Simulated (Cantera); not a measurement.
An adiabatic, constant-volume homogeneous reactor starts with H2 : O2 : N2 : NO = 1 : 1.11 : 4.18 : 0.016 (molar parts), at 1748 K and 10.0 bar. Integrator tolerance rtol = 1e-08.

Model: GRI-Mech 3.0 (53 species, 325 reactions), integrated in Cantera. The hydrogen kinetics of GRI-Mech 3.0 are dated; newer H2 mechanisms differ, most at raised pressure.

### Question
What does this change do: initial temperature 1748 to 1550 K?

### Answer
| quantity | before | after |
|---|---|---|
| time of steepest temperature rise | 0.760 µs | 1.33 µs |
| temperature at 1.00 s | 2848 K | 2734 K |
| equilibrium temperature | 2848 K | 2734 K |
| x(H2) at 1.00 s | 0.00357 (gas-phase equilibrium 0.00357) | 0.00223 (gas-phase equilibrium 0.00223) |
| x(O2) at 1.00 s | 0.0881 (gas-phase equilibrium 0.0881) | 0.0913 (gas-phase equilibrium 0.0913) |
| x(NO) at 1.00 s | 0.0241 (gas-phase equilibrium 0.0241) | 0.0210 (gas-phase equilibrium 0.0210) |
| x(N2) at 1.00 s | 0.702 (gas-phase equilibrium 0.702) | 0.706 (gas-phase equilibrium 0.706) |
| x(N2O) at 1.00 s | 4.98e-6 (gas-phase equilibrium 4.98e-6) | 4.48e-6 (gas-phase equilibrium 4.48e-6) |
| x(NO2) at 1.00 s | 3.93e-5 (gas-phase equilibrium 3.93e-5) | 3.97e-5 (gas-phase equilibrium 3.97e-5) |

### Question
What does this change do: initial temperature 1748 to 1798 K?

### Answer
| quantity | before | after |
|---|---|---|
| time of steepest temperature rise | 0.760 µs | 0.679 µs |
| temperature at 1.00 s | 2848 K | 2876 K |
| equilibrium temperature | 2848 K | 2876 K |
| x(H2) at 1.00 s | 0.00357 (gas-phase equilibrium 0.00357) | 0.00397 (gas-phase equilibrium 0.00397) |
| x(O2) at 1.00 s | 0.0881 (gas-phase equilibrium 0.0881) | 0.0873 (gas-phase equilibrium 0.0873) |
| x(NO) at 1.00 s | 0.0241 (gas-phase equilibrium 0.0241) | 0.0249 (gas-phase equilibrium 0.0249) |
| x(N2) at 1.00 s | 0.702 (gas-phase equilibrium 0.702) | 0.701 (gas-phase equilibrium 0.701) |
| x(N2O) at 1.00 s | 4.98e-6 (gas-phase equilibrium 4.98e-6) | 5.09e-6 (gas-phase equilibrium 5.09e-6) |
| x(NO2) at 1.00 s | 3.93e-5 (gas-phase equilibrium 3.93e-5) | 3.92e-5 (gas-phase equilibrium 3.92e-5) |

### Question
What does this change do: pressure from 10.0 bar to 3.70 bar?

### Answer
```csv
quantity,before,after
time of steepest temperature rise,0.760 µs,2.06 µs
temperature at 1.00 s,2848 K,2803 K
equilibrium temperature,2848 K,2803 K
x(H2) at 1.00 s,0.00357 (gas-phase equilibrium 0.00357),0.00487 (gas-phase equilibrium 0.00487)
x(O2) at 1.00 s,0.0881 (gas-phase equilibrium 0.0881),0.0878 (gas-phase equilibrium 0.0878)
x(NO) at 1.00 s,0.0241 (gas-phase equilibrium 0.0241),0.0226 (gas-phase equilibrium 0.0226)
x(N2) at 1.00 s,0.702 (gas-phase equilibrium 0.702),0.700 (gas-phase equilibrium 0.700)
x(N2O) at 1.00 s,4.98e-6 (gas-phase equilibrium 4.98e-6),2.81e-6 (gas-phase equilibrium 2.81e-6)
x(NO2) at 1.00 s,3.93e-5 (gas-phase equilibrium 3.93e-5),2.31e-5 (gas-phase equilibrium 2.31e-5)
```
